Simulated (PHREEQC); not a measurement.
Make-up at 75 °C: 0.14 mol K2CO3 and 0.0011 mol Fe(NO3)3 per kg of water. Closed to the air; pH follows from the charge balance.

Computed with PHREEQC (ion-association model, phreeqc.dat).

Precipitation was switched off in this run.

### Question
Predict the pH, activity of water, specific conductance.

### Answer
pH 10.53; activity of water 0.993; specific conductance 60900 µS/cm.

### Question
In which forms is C present?

### Answer
CO3-2 89 %, HCO3- 11 % of the C.

Saturation is exceeded, for instance for Hematite (slow to form), Goethite (slow to form); the values hold only as long as no solid forms. Constants without temperature data keep their 25 °C values here.
